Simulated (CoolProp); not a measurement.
Computed with CoolProp (reference Helmholtz-energy equation of state, de Reuck 1993).

**Question.** For methanol, give the phase and the cp (kJ/(kg K)), viscosity (µPa s) at 587.8 K and 57.2 bar; 587.8 K and 123 bar.

**Answer.** 
- 587.8 K and 57.2 bar: gas; cp 2.94, viscosity 19.5
- 587.8 K and 123 bar: supercritical; cp 4.95, viscosity 23.6

Viscosity comes from a separate model (Xiang 2006).
